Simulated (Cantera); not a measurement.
Charge: 1 mol B, 0.38 mol N2, 1 mol O2, at 10.5 Torr.

Method: chemical equilibrium by Gibbs-energy minimisation in Cantera with the NASA 1993 tables (ideal gas, pure condensed phases). Candidate condensed phases: B, BN, B2O3; 17 gas species. Kinetics and transport are ignored. All values below are at 1700 °C.

Base state: B2O3 0.417, N2 0.330, O2 0.205, BO2 0.0404, NO 0.00455, O 0.00208, BO 0.000116 (mole fractions); condensed: gas only.

Task: What changes in the equilibrium state with this change: pressure from 10.5 Torr to 75.0 Torr?

Result: 
```csv
species,before,after
N2,0.330,0.407
B2O3,0.417,0.304
O2,0.205,0.261
BO2,0.0404,0.0224
BO,0.000116,2.13e-5
O,0.00208,0.000875
"B2O3(l), mol",0,0.208
```
